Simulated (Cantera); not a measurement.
A perfectly stirred reactor is fed with 12.2 % H₂, 22.5 % O₂, 65.3 % N₂, equivalence ratio 0.27, at 0.200 bar; it is held at 948 K, and followed from long to short residence time.

Model: GRI-Mech 3.0 (53 species, 325 reactions), integrated in Cantera. Below about 950 K walls govern HO2 and H2O2 in real vessels. The temperature is held fixed by assumption; the heat of reaction is taken as removed at once.

Question: Predict: x(H₂) at τ = 2.00 s; x(O₂) at τ = 2.00 s; x(HO₂) at τ = 2.00 s; x(H) at τ = 2.00 s; x(H₂O) at τ = 2.00 s; x(H₂) at τ = 83.0 ms; x(O₂) at τ = 83.0 ms; x(HO₂) at τ = 83.0 ms; x(H) at τ = 83.0 ms; x(H₂O) at τ = 83.0 ms.

Answer: 
- x(H₂) at τ = 2.00 s: 0.00148
- x(O₂) at τ = 2.00 s: 0.176
- x(HO₂) at τ = 2.00 s: 1.62e-5
- x(H) at τ = 2.00 s: 2.30e-6
- x(H₂O) at τ = 2.00 s: 0.128
- x(H₂) at τ = 83.0 ms: 0.00576
- x(O₂) at τ = 83.0 ms: 0.177
- x(HO₂) at τ = 83.0 ms: 3.36e-5
- x(H) at τ = 83.0 ms: 5.38e-5
- x(H₂O) at τ = 83.0 ms: 0.123
